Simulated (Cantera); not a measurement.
Cantera run:

```python
import numpy as np
import cantera as ct

gas_names = """
    B BCL BCL2 BCL3 BH BH2 BH3 BO BOCL BO2 B2 B2O B2O2 B2O3 B3O3CL3 B3O3H3 CL CLO CL2 H HBO HBO2 HCL
    HOCL HO2 H2 H2O H2O2 H3B3O6 O OH O2 O3
""".split()
cond_names = """
    B(b) B(L) B2O3(L) B3O3H3(cr) H2O(s) H2O(L)
""".split()


# ... load() reads the species with a 1 bar reference pressure and builds the phases ...
atoms = {
    'BCl3': {'B': 1, 'CL': 3},
    'H2O': {'H': 2, 'O': 1},
}
top_T = {}  # K; cautious upper limits of use, not melting points


# ... equilibrate(T, P, feed) seeds the gas with the atoms and calls Mixture.equilibrate('TP', solver="vcs", rtol=1e-11, max_steps=5000) ...
results = []
feed = {'BCl3': 1, 'H2O': 2.5}  # mol
P = 1333.22  # Pa
for T in [1123, 1273, 1423, 1573, 1723, 1873, 2023, 2173, 2323, 2473]:
    mix = equilibrate(T, P, feed)
    results.append((T, P, feed, dict(zip(mix.species_names, mix.species_moles))))
    x = sorted(zip(gas.X, gas.species_names), reverse=True)
    print(f"T = {T:g} K  P = {P:g} Pa  gas = {mix.phase_moles(0):.4g} mol")
    print("   x: " + "  ".join(f"{s} {v:.3e}" for v, s in x if v > 0.0001))
    print("   condensed (mol): " + ("  ".join(f"{mix.phase(i).name} {mix.phase_moles(i):.4g}"
          for i in range(1, mix.n_phases) if mix.phase_moles(i) > 1e-12) or "none"))
```

Result:

```
T = 1123 K  P = 1333.22 Pa  gas = 4.002 mol
   x: HCL 7.496e-01  H2O 2.490e-01  HBO2 1.108e-03  H3B3O6 2.272e-04
   condensed (mol): B2O3(L) 0.4964
T = 1273 K  P = 1333.22 Pa  gas = 4.019 mol
   x: HCL 7.460e-01  H2O 2.439e-01  HBO2 9.447e-03  CL 3.035e-04  H2 1.664e-04  H3B3O6 1.254e-04
   condensed (mol): B2O3(L) 0.4802
T = 1423 K  P = 1333.22 Pa  gas = 4.102 mol
   x: HCL 7.299e-01  H2O 2.198e-01  HBO2 4.785e-02  CL 1.311e-03  H2 6.879e-04  B2O3 3.078e-04
   condensed (mol): B2O3(L) 0.4
T = 1573 K  P = 1333.22 Pa  gas = 4.372 mol
   x: HCL 6.812e-01  H2O 1.530e-01  HBO2 1.519e-01  B2O3 6.734e-03  CL 4.121e-03  H2 2.141e-03  BOCL 7.104e-04
   condensed (mol): B2O3(L) 0.1367
T = 1723 K  P = 1333.22 Pa  gas = 4.525 mol
   x: HCL 6.503e-01  HBO2 1.853e-01  H2O 1.290e-01  B2O3 1.677e-02  CL 1.067e-02  H2 5.554e-03  BOCL 1.879e-03  BO2 2.622e-04  OH 1.498e-04  H 1.177e-04
   condensed (mol): none
T = 1873 K  P = 1333.22 Pa  gas = 4.56 mol
   x: HCL 6.310e-01  HBO2 1.759e-01  H2O 1.318e-01  CL 2.392e-02  B2O3 1.980e-02  H2 1.247e-02  BOCL 2.923e-03  BO2 8.278e-04  H 6.243e-04  OH 5.120e-04
   condensed (mol): none
T = 2023 K  P = 1333.22 Pa  gas = 4.625 mol
   x: HCL 5.976e-01  HBO2 1.650e-01  H2O 1.328e-01  CL 4.682e-02  H2 2.431e-02  B2O3 2.221e-02  BOCL 4.104e-03  H 2.565e-03  BO2 2.189e-03  OH 1.459e-03  BO 2.721e-04  O2 2.626e-04  HBO 1.817e-04  O 1.118e-04
   condensed (mol): none
T = 2173 K  P = 1333.22 Pa  gas = 4.742 mol
   x: HCL 5.457e-01  HBO2 1.516e-01  H2O 1.306e-01  CL 8.155e-02  H2 4.166e-02  B2O3 2.367e-02  H 8.530e-03  BOCL 5.228e-03  BO2 5.005e-03  OH 3.579e-03  BO 1.188e-03  O2 6.811e-04  O 5.138e-04  HBO 4.669e-04
   condensed (mol): none
T = 2323 K  P = 1333.22 Pa  gas = 4.946 mol
   x: HCL 4.728e-01  HBO2 1.337e-01  CL 1.276e-01  H2O 1.231e-01  H2 6.299e-02  H 2.367e-02  B2O3 2.362e-02  BO2 1.005e-02  OH 7.690e-03  BOCL 6.009e-03  BO 4.130e-03  O 1.964e-03  O2 1.599e-03  HBO 9.974e-04
   condensed (mol): none
T = 2473 K  P = 1333.22 Pa  gas = 5.292 mol
   x: HCL 3.807e-01  CL 1.800e-01  HBO2 1.092e-01  H2O 1.078e-01  H2 8.366e-02  H 5.586e-02  B2O3 2.126e-02  BO2 1.760e-02  OH 1.446e-02  BO 1.168e-02  O 6.381e-03  BOCL 6.128e-03  O2 3.383e-03  HBO 1.773e-03
   condensed (mol): none
```

These are equilibrium values from Cantera (NASA tables, ideal gas, pure condensed phases), not measurements of a reactor. The tables' values for BOCl are old estimates; treat these amounts as uncertain. Gases not in the tables: H3BO3.
